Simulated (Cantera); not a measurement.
Si3N4 + Si + H2 (sublimation and decomposition of ceramics)

A closed system holds: 1 mol Si3N4, 0.0022 mol Si, 4.7 mol H2.

Cantera equilibrium calculation (NASA polynomials, part measured and part estimated; ideal gas, pure solids and liquids). Candidate condensed phases: Si, Si3N4; 18 gas species. Mutual solubility and eutectic melting of coexisting phases are not modelled. Equilibrium is a limit: real reactors are often held back by kinetics, nucleation or transport.

Stable condensed phases:

```
T in K \ P in Pa
               1     7.2      52     370    2700   19000  140000 1000000
   2775        A       A       A       A       A       B       B       B
   2675        A       A       A       A       A       B       B       B
   2575        A       A       A       A       A       B       B       B
   2475        A       A       A       A       B       B       B       B
   2375        A       A       A       A       B       B       B       B
   2275        A       A       A       B       B       B       B       B
   2175        A       A       A       B       B       B       B       C
   2075        A       A       B       B       B       B       B       C
   1975        A       A       B       B       B       B       C       C
   1875        A       B       B       B       B       C       C       C
   1775        B       B       B       B       C       C       C       C
   1675        B       B       B       C       C       C       C       C
   1575        B       B       B       C       C       C       C       C
```

A: gas only; B: Si; C: Si + Si3N4.
